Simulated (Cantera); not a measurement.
A closed system holds: 1 mol C3H8, 1.3 mol CO2, 0.58 mol O2, equilibrated at 29.0 bar.

Cantera equilibrium calculation (NASA polynomials, part measured and part estimated; ideal gas, pure solids and liquids). Candidate condensed phases: C, C6H6, C7H8, C8H18, H2O; 110 gas species. Equilibrium is a limit: real reactors are often held back by kinetics, nucleation or transport. All values below are at 2200 K.

Base state: H2 0.510, CO 0.485, CH4 0.00199, C2H2 (acetylene) 0.00131, H 0.000747, H2O 0.000409, CO2 7.37e-5, CH3 5.57e-5 (mole fractions); condensed: C(graphite).

**Question.** What changes in the equilibrium state with this change: pressure from 29.0 bar to 48.0 Pa?

**Answer.** 
```json
[
 {"species": "CO", "before": "0.485", "after": "0.446"},
 {"species": "H2", "before": "0.510", "after": "0.392"},
 {"species": "H", "before": "0.000747", "after": "0.161"},
 {"species": "CH4", "before": "0.00199", "after": "1.94e-8"},
 {"species": "H2O", "before": "0.000409", "after": "4.79e-9"},
 {"species": "C(graphite), mol", "before": "0.507", "after": "0.523"}
]
```
